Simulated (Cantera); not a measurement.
A perfectly stirred reactor is fed with CH₄ : N₂ = 1 : 180 (molar parts), at 760 Torr; it is held at 1675 K, and followed from long to short residence time.

Computed with Cantera and GRI-Mech 3.0 (53 species, 325 reactions). GRI-Mech 3.0 stops at C3 and has no aromatics, soot or wall deposition, so with more carbon than oxygen in the feed, carbon stays in small species such as C2H2 where larger ones or solid carbon would form.

x: mole fraction; the columns are a selection and need not sum to one.

```json
[
 {"τ (s)": "1.2", "x CH₄": "0.000713", "x C₂H₂": "0.00237", "x C₂H₆": "3.36e-7", "x H₂": "0.00715", "x CH₂": "2.28e-8"},
 {"τ (s)": "0.57", "x CH₄": "0.00100", "x C₂H₂": "0.00222", "x C₂H₆": "6.73e-7", "x H₂": "0.00670", "x CH₂": "3.18e-8"},
 {"τ (s)": "0.28", "x CH₄": "0.00137", "x C₂H₂": "___", "x C₂H₆": "1.28e-6", "x H₂": "0.00613", "x CH₂": "4.29e-8"},
 {"τ (s)": "0.14", "x CH₄": "0.00183", "x C₂H₂": "___", "x C₂H₆": "2.32e-6", "x H₂": "0.00543", "x CH₂": "5.63e-8"},
 {"τ (s)": "0.067", "x CH₄": "0.00241", "x C₂H₂": "___", "x C₂H₆": "4.16e-6", "x H₂": "0.00451", "x CH₂": "7.33e-8"},
 {"τ (s)": "0.033", "x CH₄": "0.00304", "x C₂H₂": "___", "x C₂H₆": "6.86e-6", "x H₂": "0.00352", "x CH₂": "9.10e-8"},
 {"τ (s)": "0.016", "x CH₄": "0.00370", "x C₂H₂": "___", "x C₂H₆": "1.04e-5", "x H₂": "0.00246", "x CH₂": "1.07e-7"},
 {"τ (s)": "0.0079", "x CH₄": "0.00433", "x C₂H₂": "___", "x C₂H₆": "1.36e-5", "x H₂": "0.00147", "x CH₂": "1.13e-7"},
 {"τ (s)": "0.0039", "x CH₄": "0.00489", "x C₂H₂": "___", "x C₂H₆": "1.35e-5", "x H₂": "0.000681", "x CH₂": "9.88e-8"},
 {"τ (s)": "0.0019", "x CH₄": "0.00528", "x C₂H₂": "___", "x C₂H₆": "8.12e-6", "x H₂": "0.000213", "x CH₂": "5.96e-8"}
]
```

Problem. Some entries are withheld; supply them.

Solution. 
- 0.28, x C₂H₂: 0.00203
- 0.14, x C₂H₂: 0.00178
- 0.067, x C₂H₂: 0.00145
- 0.033, x C₂H₂: 0.00109
- 0.016, x C₂H₂: 0.000705
- 0.0079, x C₂H₂: 0.000358
- 0.0039, x C₂H₂: 0.000117
- 0.0019, x C₂H₂: 1.90e-5
